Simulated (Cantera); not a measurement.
An adiabatic, constant-pressure homogeneous reactor starts with CO : H2 : CH4 : O2 : N2 = 1 : 0.16 : 0.52 : 1.16 : 4.35 (molar parts), equivalence ratio 1.4, at 1373 K and 8.80 bar. Integrator tolerance rtol = 1e-08.

Detailed kinetics in Cantera: GRI-Mech 3.0 (53 species, 325 reactions).

What does this change do: constant volume in place of constant pressure?


| quantity | before | after |
|---|---|---|
| time of steepest temperature rise | 0.214 ms | 0.190 ms |
| temperature at 0.200 s | 2862 K | 3092 K |
| equilibrium temperature | 2862 K | 3092 K |
| x(CO) at 0.200 s | 0.117 (gas-phase equilibrium 0.117) | 0.125 (gas-phase equilibrium 0.125) |
| x(H2) at 0.200 s | 0.0238 (gas-phase equilibrium 0.0238) | 0.0251 (gas-phase equilibrium 0.0251) |
| x(CH4) at 0.200 s | <1e-12 (gas-phase equilibrium <1e-12) | 2.66e-12 (gas-phase equilibrium 3.21e-12) |
| x(HCN) at 0.200 s | 4.48e-8 (gas-phase equilibrium 4.48e-8) | 1.21e-7 (gas-phase equilibrium 1.21e-7) |
| x(C2H4) at 0.200 s | <1e-12 (gas-phase equilibrium <1e-12) | <1e-12 (gas-phase equilibrium <1e-12) |
Above 3000 K some thermodynamic fits are extrapolated.
